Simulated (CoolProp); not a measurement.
R407C at 293.15 K and 1.65 MPa is throttled through a valve to 0.322 MPa with no heat exchange. Each further row changes one setting.

Computed with CoolProp (reference Helmholtz-energy equation of state, Lemmon 2003). It is a pseudo-pure fit of the blend.

```tsv
case	temperature change (K)	final phase	final density (kg/m³)
as stated	___	___	58.8
outlet pressure 0.0966 MPa	___	___	___
outlet pressure 0.419 MPa	___	___	___
```

**Question.** Fill in the missing entries.

**Answer.** 
- as stated, temperature change (K): -34.8
- as stated, final phase: two-phase, vapour fraction 0.228
- outlet pressure 0.0966 MPa, temperature change (K): -62.1
- outlet pressure 0.0966 MPa, final phase: two-phase, vapour fraction 0.359
- outlet pressure 0.0966 MPa, final density (kg/m³): 12.3
- outlet pressure 0.419 MPa, temperature change (K): -27.8
- outlet pressure 0.419 MPa, final phase: two-phase, vapour fraction 0.189
- outlet pressure 0.419 MPa, final density (kg/m³): 89.5
